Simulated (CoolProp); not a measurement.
A closed Brayton cycle with carbon dioxide: compressor inlet 333.15 K and 9.4 MPa, high pressure 21.7 MPa, turbine inlet 990 K, compressor efficiency 0.85, turbine efficiency 0.9, recuperator effectiveness 0 (on enthalpy, no pinch check). Each further row changes one setting.

Model: reference Helmholtz-energy equation of state, Span 1996, in CoolProp.

| case | thermal efficiency (%) | net work (kJ/kg) | compressor to turbine work | compressor exit (K) | turbine exit (K) |
|---|---|---|---|---|---|
| as stated | 12.2 | 93.2 | 0.31 | 402.2 | 876.6 |
| turbine inlet 940 K | 12.2 | 85.9 | 0.33 | 402.2 | 830.4 |
| compressor inlet 343.15 K | 11.9 | 87.8 | 0.35 | 417.7 | 876.6 |
| high pressure 18.4 MPa | 9.9 | 77.2 | 0.30 | 388.3 | 898.3 |
| recuperator effectiveness 0.5 | 19.2 | 93.2 | 0.31 | 402.2 | 876.6 |
